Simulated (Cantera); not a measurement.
# Ignition delay

Mixture: CH4 : C2H6 : C3H8 : O2 : N2 = 1 : 0.061 : 0.042 : 1.73 : 10.2 (molar parts), equivalence ratio 1.4, at 560000 Pa, adiabatic and at constant volume. Ignition delay is the time to a rise of 400 K.

Computed with Cantera and GRI-Mech 3.0 (53 species, 325 reactions).

| T0 (K) | delay (ms) |
|---|---|
| 1025 | 31.5 |
| 1075 | 16.3 |
| 1125 | 8.72 |
| 1175 | 4.70 |
| 1225 | 2.52 |
| 1275 | 1.36 |
| 1325 | 0.739 |
| 1375 | 0.412 |
| 1425 | 0.237 |

```json
{
  "apparent activation energy between 1325 and 1425 K": "180 kJ/mol"
}
```
